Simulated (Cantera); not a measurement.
A closed system holds: 1 mol Si2Cl6, 0.0048 mol Cl2, 4.8 mol N2, equilibrated at 1300 K and 110000 Pa.

These are equilibrium values from Cantera (NASA tables, ideal gas, pure condensed phases), not measurements of a reactor. Candidate condensed phases: Si, Si3N4; 13 gas species. The feed counts by its element totals alone. N2 is the only nitrogen source here; it is nearly inert below about 1500 K, so the nitride shown seldom forms there in practice. The tables' values for SiCl3 are old estimates; treat these amounts as uncertain. Kinetics and transport are ignored.

Q: What is the equilibrium state?

A: 
- x(N2) = 0.748
- x(SiCl4) = 0.249
- x(SiCl3) = 0.00319
- x(SiCl2) = 0.000243
- x(Cl) = 1.00e-6
- n(Si3N4(s)) = 0.164 mol
- gas amount = 5.980 mol
- log10 activity of Si(s) (absent) = -4.15
